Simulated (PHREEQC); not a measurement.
# Brine

Make-up at 25 °C: 0.63 mol LiBr and 0.13 mol Na2SO4 per kg of water. Closed to the air; pH follows from the charge balance.

All values are PHREEQC results (Pitzer model, pitzer.dat), not measurements.

```yaml
ionic_strength: 1.02 mol/kgw
activity_of_water: 0.973
density: 1.051 g/cm³
osmotic_coefficient: 0.938
```

| species | molality | activity | log γ |
|---|---|---|---|
| Br- | 0.630 | 0.387 | -0.212 |
| Li+ | 0.630 | 0.538 | -0.069 |
| Na+ | 0.260 | 0.193 | -0.131 |
| SO4-2 | 0.130 | 0.00991 | -1.118 |
| OH- | 2.75e-7 | 1.20e-7 | -0.362 |
| HSO4- | 1.75e-7 | 7.76e-8 | -0.354 |
| H+ | 1.00e-7 | 8.22e-8 | -0.085 |

This is a speciation only: nothing precipitates in the calculation. Complexes and solids missing from the database can't appear.
